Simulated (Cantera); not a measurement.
Adiabatic ignition

An adiabatic, constant-volume homogeneous reactor starts with 13.6 % CH₄, 18.1 % O₂, 68.3 % N₂, equivalence ratio 1.5, at 1575 K and 0.286 atm.

Model: GRI-Mech 3.0 (53 species, 325 reactions), integrated in Cantera.

| t (s) | T (K) | P (bar) | x CH₄ | x O₂ | x OH | x H₂O₂ | x NO₂ | x NO |
|---|---|---|---|---|---|---|---|---|
| 7.00e-6 | 1575 | 0.290 | 0.136 | 0.181 | 2.40e-8 | 5.35e-9 | <1e-12 | <1e-12 |
| 3.13e-5 | 1575 | 0.290 | 0.136 | 0.181 | 4.32e-8 | 5.49e-8 | <1e-12 | <1e-12 |
| 0.000140 | 1575 | 0.290 | 0.136 | 0.181 | 1.57e-7 | 2.46e-7 | <1e-12 | <1e-12 |
| 0.000626 | 1576 | 0.290 | 0.135 | 0.181 | 1.19e-6 | 4.93e-7 | <1e-12 | 1.19e-12 |
| 0.00280 | 2828 | 0.589 | <1e-12 | 0.00368 | 0.0177 | 8.70e-8 | 1.80e-7 | 0.00269 |
| 0.0125 | 2824 | 0.588 | <1e-12 | 0.00348 | 0.0173 | 8.36e-8 | 2.80e-7 | 0.00429 |
| 0.0559 | 2824 | 0.588 | <1e-12 | 0.00348 | 0.0173 | 8.36e-8 | 2.80e-7 | 0.00429 |
| 0.250 | 2824 | 0.588 | <1e-12 | 0.00348 | 0.0173 | 8.36e-8 | 2.80e-7 | 0.00429 |
| 1.12 | 2824 | 0.588 | <1e-12 | 0.00348 | 0.0173 | 8.36e-8 | 2.80e-7 | 0.00429 |
| 5.00 | 2824 | 0.588 | <1e-12 | 0.00348 | 0.0173 | 8.36e-8 | 2.80e-7 | 0.00429 |
x: mole fraction; the columns are a selection and need not sum to one.

```json
{
 "time_of_steepest_temperature_rise": "1.70 ms",
 "temperature at 5.00 s": "2824 K",
 "equilibrium_temperature": "2824 K",
 "x(CH₄) at 5.00 s": "<1e-12 (gas-phase equilibrium <1e-12)",
 "x(O₂) at 5.00 s": "0.00348 (gas-phase equilibrium 0.00348)",
 "x(OH) at 5.00 s": "0.0173 (gas-phase equilibrium 0.0173)"
}
```
